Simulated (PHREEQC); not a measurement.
# Copper plating or etch bath (model solution)

Make-up at 60 °C: 0.2 mol/kgw Cu(NO3)2, 0.018 mol/kgw HNO3 and 0.17 mol/kgw Na2SO4. Closed to the air; pH follows from the charge balance.

The numbers come from PHREEQC with the ion-association model, wateq4f.dat.

Precipitation was switched off in this run.

Q: Estimate the pH.

A: pH 2.48.

Q: In which forms is Na present?

A: Na+ 93 %, NaSO4- 6.6 % of the Na.

Ionic strength above about 0.7 mol/kgw puts this run outside the model's range. Species that the database lacks are ignored. Away from 25 °C the constants follow the database's enthalpies or fits; those with neither stay at their 25 °C values.
